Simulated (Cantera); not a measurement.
An isothermal, constant-pressure homogeneous reactor starts with 0.328 % CO, 2.82 % O2, 0.200 % H2O, 91.1 % N2, 5.56 % H2, equivalence ratio 1.0, at 1073 K and 0.510 bar.

Detailed kinetics in Cantera: GRI-Mech 3.0 (53 species, 325 reactions). The temperature is held fixed by assumption; the heat of reaction is taken as removed at once.

x: mole fraction; the columns are a selection and need not sum to one.

```csv
t (s),x CO,x O2,x H2O,x NO2,x NO,x CO2
1.00e-6,0.00328,0.0282,0.00200,<1e-12,<1e-12,<1e-12
8.18e-6,0.00328,0.0282,0.00200,<1e-12,<1e-12,2.01e-12
6.69e-5,0.00328,0.0282,0.00200,<1e-12,<1e-12,1.90e-11
0.000547,0.00328,0.0282,0.00201,<1e-12,<1e-12,3.74e-8
0.00447,0.00111,0.00102,0.0556,6.89e-11,2.35e-6,0.00226
0.0366,…,…,0.0570,1.45e-11,2.41e-6,0.00307
0.299,0.000158,3.90e-7,0.0570,1.35e-12,2.38e-6,0.00322
2.45,0.000134,6.94e-9,0.0569,<1e-12,2.24e-6,0.00324
20.0,0.000130,…,0.0569,<1e-12,…,0.00324
```

Problem. Some entries are withheld; supply them.

Solution. 
- 0.0366, x CO: 0.000304
- 0.0366, x O2: 3.50e-5
- 20.0, x O2: 1.33e-9
- 20.0, x NO: 1.96e-6
